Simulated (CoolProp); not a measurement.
Dry air at 688.98 K and 1.59 MPa flows at 19 m/s in a round tube of 25 mm bore and 1.5 µm roughness, fully developed (64/Re and Nu = 3.66 if laminar; Colebrook and Gnielinski if turbulent). Each further row changes one setting.

Values from CoolProp's reference Helmholtz-energy equation of state, Lemmon 2000. It is a pseudo-pure fit of the blend.

```tsv
case	Reynolds number	Darcy friction factor	pressure drop (Pa/m)	heat-transfer coefficient (W/(m² K))	mass flow (kg/h)
as stated	112000	0.0179	1030	413	268
velocity 38 m/s	224000	0.0158	3650	726	537
diameter 50 mm	224000	0.0156	449	357	1070
```

Viscosity comes from a separate model (Lemmon 2004). Thermal conductivity comes from a separate model (Lemmon 2004).
